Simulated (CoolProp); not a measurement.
A simple Rankine cycle with R21: condensing at 328.15 K, boiler at 1.4 MPa, turbine inlet 415.6 K, turbine efficiency 0.65, pump efficiency 0.7, no recuperator. Each further row changes one setting.

Values from CoolProp's reference Helmholtz-energy equation of state, Platzer 1990. This equation is an older, rougher fit; its heat capacities, sound speeds and derivatives of the liquid may be far off and weren't checked against measurements.

| case | thermal efficiency (%) | net work (kJ/kg) | heat in (kJ/kg) | turbine exit temperature (K) | volume ratio over the turbine |
|---|---|---|---|---|---|
| as stated | 7.4 | 19.3 | 261 | 371.3 | 2.98 |
| turbine inlet 435.6 K | 7.5 | 20.8 | 278 | 391.9 | 2.96 |
| condensing temperature 320.15 K | 8.6 | 23.1 | 270 | 363.8 | 3.69 |
| boiler pressure 0.98 MPa | 5.3 | 14.1 | 267 | 386.8 | 2.09 |
| turbine efficiency 0.55 | 6.2 | 16.2 | 261 | 375.7 | 3.02 |
